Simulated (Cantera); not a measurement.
An adiabatic, constant-pressure homogeneous reactor starts with CO : H₂ : CH₄ : O₂ : N₂ : H₂O = 1 : 0.056 : 0.83 : 1.82 : 6.86 : 0.3 (molar parts), at 1050 K and 500000 Pa.

Detailed kinetics in Cantera: GRI-Mech 3.0 (53 species, 325 reactions).

Problem. Predict: time of steepest temperature rise; temperature at 0.200 s; equilibrium temperature; x(CO) at 0.200 s; x(H₂) at 0.200 s; x(CO₂) at 0.200 s.

Solution. 
| Quantity | Result |
|---|---|
| time of steepest temperature rise | 55.9 ms |
| temperature at 0.200 s | 2646 K |
| equilibrium temperature | 2646 K |
| x(CO) at 0.200 s | 0.0646 (gas-phase equilibrium 0.0646) |
| x(H₂) at 0.200 s | 0.0156 (gas-phase equilibrium 0.0156) |
| x(CO₂) at 0.200 s | 0.105 (gas-phase equilibrium 0.105) |
